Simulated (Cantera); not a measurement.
Cantera run:

```python
import numpy as np
import cantera as ct

gas_names = """
    C CH CH2 CH3 CH2OH CH3O CH4 CH3OH CO CO2 COOH C2 C2H CHCO,ketyl C2H2,acetylene C2H2,vinylidene
    CH2CO,ketene C2H3,vinyl CH3CO,acetyl C2H4 C2H4O,ethylen CH3CHO,ethanal CH3COOH (HCOOH)2 C2H5 C2H6
    CH3OCH3 C2H5OH C2O C3 C3H3,propargyl C3H4,allene C3H4,propyne C3H4,cyclo- C3H5,allyl C3H6,propylene
    C3H6,cyclo- C3H6O C3H7,n-propyl C3H7,i-propyl C3H8 C3H8O,1propanol C3H8O,2propanol C3O2 C4 C4H2
    C4H4,1,3-cyclo- C4H6,butadiene C4H6,2-butyne C4H6,cyclo- C4H8,1-butene C4H8,cis2-buten
    C4H8,tr2-butene C4H8,isobutene C4H8,cyclo- (CH3COOH)2 C4H9,n-butyl C4H9,i-butyl C4H9,s-butyl
    C4H9,t-butyl C4H10,isobutane C4H10,n-butane C5 C5H6,1,3cyclo- C5H8,cyclo- C5H10,1-pentene
    C5H10,cyclo- C5H11,pentyl C5H11,t-pentyl C5H12,n-pentane C5H12,i-pentane CH3C(CH3)2CH3 C6H2
    C6H5,phenyl C6H5O,phenoxy C6H6 C6H5OH,phenol C6H10,cyclo- C6H12,1-hexene C6H12,cyclo- C6H13,n-hexyl
    C7H7,benzyl C7H8 C7H8O,cresol C7H14,1-heptene C7H15,n-heptyl C7H16,n-heptane C8H8,styrene
    C8H10,ethylbenz C8H16,1-octene C8H17,n-octyl C8H18,isooctane C8H18,n-octane C9H19,n-nonyl
    C10H8,naphthale C10H21,n-decyl C12H9,o-bipheny C12H10,bipheny H HCO HO2 H2 HCHO,formaldehy HCOOH H2O
    H2O2 O OH O2 O3
""".split()
cond_names = """
    C(gr) C6H6(L) C7H8(L) C8H18(L),n-octa H2O(s) H2O(L)
""".split()


def load(file, names, dense=False):
    # The tables refer to 1 bar. Condensed volumes are neglected.
    table = {s.name: s for s in ct.Species.list_from_file(file)}
    out = []
    for n in names:
        d = dict(table[n].input_data)
        d["thermo"] = dict(d["thermo"], **{"reference-pressure": 1e5})
        if dense:
            d["equation-of-state"] = {"model": "constant-volume", "density": "1e6 g/cm^3"}
        out.append(ct.Species.from_dict(d))
    return out


gas = ct.Solution(thermo="ideal-gas", species=load("nasa_gas.yaml", gas_names))
cond = {s.name: ct.Solution(thermo="fixed-stoichiometry", species=[s], name=s.name)
        for s in load("nasa_condensed.yaml", cond_names, dense=True)}
atoms = {
    'C2H2': {'C': 2, 'H': 2},
    'H2O': {'H': 2, 'O': 1},
}
top_T = {'C(gr)': 4500}  # K; cautious upper limits of use, not melting points


def equilibrate(T, P, feed):
    n = {}
    for name, mol in feed.items():
        for a, k in atoms[name].items():
            n[a] = n.get(a, 0.0) + k * mol
    gas.TPX = T, P, n
    mass = sum(n.values()) * gas.mean_molecular_weight
    gas.equilibrate("TP")
    valid = [c for c in cond.values() if c.min_temp <= T <= top_T.get(c.name, c.max_temp)]
    mix = ct.Mixture([(gas, mass / gas.mean_molecular_weight)] + [(c, 0.0) for c in valid])
    mix.T, mix.P = T, P
    mix.equilibrate("TP", solver="vcs", rtol=1e-11, max_steps=5000)
    return mix


results = []
feed = {'C2H2': 1, 'H2O': 3.3}  # mol
P = 1000  # Pa
for T in [2273, 2323, 2373, 2423, 2473, 2523, 2573, 2623, 2673, 2723, 2773]:
    mix = equilibrate(T, P, feed)
    results.append((T, P, feed, dict(zip(mix.species_names, mix.species_moles))))

top = {s: max(r[3][s] / sum(r[3][g] for g in gas_names) for r in results) for s in gas_names}
cols = sorted((s for s in top if top[s] > 0.001), key=lambda s: -top[s])[:6]
seen = [c for c in cond_names if any(r[3].get(c, 0) > 1e-12 for r in results)]
print("log10 of partial pressures in bar; condensed amounts in mol")
print(f"{'T/K':>10s}" + "".join(f"{s[:9]:>10s}" for s in cols + seen))
for T, P, feed, n in results:
    ng = sum(n[g] for g in gas_names)
    print(f"{T:10.4g}" + "".join(f"{np.log10(max(n[s] / ng * P / 1e5, 1e-99)):10.3f}" for s in cols)
          + "".join(f"{n.get(c, 0):10.4g}" for c in seen))
```

Output:

```
log10 of partial pressures in bar; condensed amounts in mol
       T/K        H2         H        CO       H2O        OH         O
      2273    -2.341    -3.246    -2.541    -2.754    -4.468    -5.537
      2323    -2.353    -3.139    -2.545    -2.761    -4.327    -5.282
      2373    -2.366    -3.038    -2.549    -2.771    -4.194    -5.037
      2423    -2.383    -2.943    -2.555    -2.785    -4.068    -4.803
      2473    -2.403    -2.853    -2.561    -2.803    -3.950    -4.580
      2523    -2.426    -2.769    -2.569    -2.827    -3.842    -4.368
      2573    -2.454    -2.691    -2.579    -2.858    -3.744    -4.168
      2623    -2.485    -2.618    -2.590    -2.900    -3.658    -3.982
      2673    -2.522    -2.551    -2.603    -2.954    -3.587    -3.810
      2723    -2.563    -2.490    -2.618    -3.023    -3.532    -3.656
      2773    -2.610    -2.434    -2.634    -3.110    -3.496    -3.519
```

Method: chemical equilibrium by Gibbs-energy minimisation in Cantera with the NASA 1993 tables (ideal gas, pure condensed phases).
